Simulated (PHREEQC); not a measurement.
Solution (25 °C): 0.12 mol TMAH, 0.0037 mol K2SiO3 and 0.0029 mol K2CO3 per kg of water. Closed to the air; pH follows from the charge balance.

Computed with PHREEQC (ion-association model, wateq4f.dat).

This is a speciation only: nothing precipitates in the calculation.

Estimate the pH.

pH 12.95.

In which forms is Si present?

H2SiO4-2 57 %, H3SiO4- 43 % of the Si.

Species that the database lacks are ignored. (CH3)4N+ isn't in the database: it is added as a free cation with an ion size of 4 Å.
